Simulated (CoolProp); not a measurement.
Properties of fluorine along the isotherm 147.8 K.

Computed with CoolProp (reference Helmholtz-energy equation of state, de Reuck 1990).

| p (kPa) | phase | density (kg/m³) | cp (kJ/(kg K)) | isothermal compressibility (1/MPa) | expansivity (1/kK) |
|---|---|---|---|---|---|
| 524 | gas | 16.72 | 0.8154 | 1.972 | 7.471 |
| 1050 | gas | 34.70 | 0.8681 | 1.022 | 8.316 |
| 1570 | gas | 53.89 | 0.9289 | 0.7137 | 9.337 |
| 2100 | gas | 75.25 | 1.004 | 0.5617 | 10.64 |
| 2620 | gas | 98.41 | 1.099 | 0.4778 | 12.29 |
| 3140 | gas | 124.4 | 1.225 | 0.4285 | 14.52 |
| 3670 | gas | 154.9 | 1.409 | 0.4022 | 17.77 |
| 4190 | gas | 190.5 | 1.694 | 0.3978 | 22.74 |
| 4720 | gas | 236.4 | 2.227 | 0.4236 | 31.92 |
| 5240 | supercritical | 300.6 | 3.508 | 0.5195 | 53.61 |
| 5760 | supercritical | 428.2 | 9.831 | 0.9738 | 158.4 |
| 6290 | supercritical | 711.6 | 8.549 | 0.3908 | 120.1 |
| 6810 | supercritical | 798.8 | 4.629 | 0.1373 | 53.33 |
| 7340 | supercritical | 844.7 | 3.598 | 0.08284 | 36.66 |
| 7860 | supercritical | 876.1 | 3.110 | 0.06002 | 29.04 |

The peak of cp marks the crossing from liquid-like to gas-like fluid above the critical point.
